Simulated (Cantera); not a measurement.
## Silicon nitride deposition: trisilylamine + N2

Input: 1 mol trisilylamine, 0.69 mol N2, at 975 °C and 1.10 mbar.

These are equilibrium values from Cantera (NASA tables, ideal gas, pure condensed phases), not measurements of a reactor. Candidate condensed phases: Si, Si3N4; 18 gas species. The feed counts by its element totals alone. Mutual solubility and eutectic melting of coexisting phases are not modelled. The numbers say what is thermodynamically allowed, not how fast it happens.

```json
{
 "x(H2)": "1.000",
 "x(N2)": "0.000108",
 "x(H)": "1.41e-5",
 "n(Si(s))": "1.22 mol",
 "n(Si3N4(s))": "0.595 mol",
 "gas_amount": "4.501 mol"
}
```
